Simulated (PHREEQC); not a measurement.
0.35 g of hydrous ferric oxide (600 m²/g; 0.2 weak and 0.005 strong sites per Fe, Dzombak-Morel constants, diffuse double layer) in 1 kg of water with 0.001 mol/kgw of an inert sodium salt and 3.5e-05 mol MgCl2, at 25 °C; the pH is set by adding NaOH or the inert anion's acid. Oxygen is held at 0.21 atm. The system is closed to CO2. Nothing may precipitate in this run.

Base run: PHREEQC, ion-association model, wateq4f.dat. Each further column changes one thing. The table gives surface charge σ (C/m²).

| pH | base | background salt from 0.001 to 0.0001 mol/kgw | oxide from 0.35 to 1.8 g/kgw | 0.0005 mol/kgw PbCl2 added |
|---|---|---|---|---|
| 4 | 0.124 | 0.083 | 0.140 | 0.157 |
| 4.5 | 0.083 | 0.048 | 0.091 | 0.110 |
| 5 | 0.053 | 0.028 | 0.057 | 0.078 |
| 5.5 | 0.033 | 0.016 | 0.035 | 0.064 |
| 6 | 0.020 | 0.009 | 0.020 | 0.058 |
| 6.5 | 0.011 | 0.005 | 0.012 | 0.052 |
| 7.5 | 0.003 | 0.001 | 0.003 | 0.041 |
| 8 | 0.001 | 0.000 | 0.001 | 0.035 |
| 8.5 | -0.001 | -0.001 | -0.002 | 0.027 |
| 9 | -0.004 | -0.002 | -0.004 | 0.019 |
| 9.5 | -0.008 | -0.004 | -0.009 | 0.013 |
| 10 | -0.015 | -0.007 | -0.016 | 0.008 |

 In at least one series the solution becomes supersaturated in solids that the run did not let form, among them Litharge.
